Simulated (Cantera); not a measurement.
Input (Python, Cantera) and output of one run.

```python
import numpy as np
import cantera as ct

gas_names = """
    Fe FeO Fe(OH)2 H HO2 H2 H2O H2O2 H2S H2SO4 O OH O2 O3 S SH SO SO2 SO3 S2 S2O S8
""".split()
cond_names = """
    Fe(a) Fe(c) Fe(d) Fe(L) FeO(s) FeO(L) Fe(OH)2(s) Fe(OH)3(s) FeS(a) FeS(b) FeS(c) FeS(L) FeSO4(s)
    FeS2(s) Fe2O3(s) Fe2S3O12(s) Fe3O4(s) H2O(s) H2O(L) H2SO4(L) S(cr1) S(cr2) S(L)
""".split()


# ... load() reads the species with a 1 bar reference pressure and builds the phases ...
atoms = {
    'Fe2O3': {'Fe': 2, 'O': 3},
    'SO3': {'S': 1, 'O': 3},
    'H2O': {'H': 2, 'O': 1},
}
top_T = {'FeSO4(s)': 950, 'FeS2(s)': 1010, 'Fe2O3(s)': 1830, 'Fe2S3O12(s)': 1100, 'Fe3O4(s)': 1870}  # K; cautious upper limits of use, not melting points


# ... equilibrate(T, P, feed) seeds the gas with the atoms and calls Mixture.equilibrate('TP', solver="vcs", rtol=1e-11, max_steps=5000) ...
results = []
feed = {'Fe2O3': 1, 'SO3': 0.072, 'H2O': 0.32}  # mol
T = 1548.15  # K
P = 1000  # Pa
mix = equilibrate(T, P, feed)
results.append((T, P, feed, dict(zip(mix.species_names, mix.species_moles))))
x = sorted(zip(gas.X, gas.species_names), reverse=True)
print(f"T = {T:g} K  P = {P:g} Pa  gas = {mix.phase_moles(0):.4g} mol")
print("   x: " + "  ".join(f"{s} {v:.3e}" for v, s in x if v > 1e-06))
print("   condensed (mol): " + ("  ".join(f"{mix.phase(i).name} {mix.phase_moles(i):.4g}"
      for i in range(1, mix.n_phases) if mix.phase_moles(i) > 1e-12) or "none"))
```

Output:

```
T = 1548.15 K  P = 1000 Pa  gas = 0.5948 mol
   x: H2O 5.375e-01  O2 3.404e-01  SO2 1.208e-01  OH 9.714e-04  SO3 2.077e-04  O 4.460e-05  H2 3.253e-05  Fe(OH)2 1.960e-06  H 1.759e-06  SO 1.545e-06
   condensed (mol): Fe3O4(s) 0.6667
```

These are equilibrium values from Cantera (NASA tables, ideal gas, pure condensed phases), not measurements of a reactor.
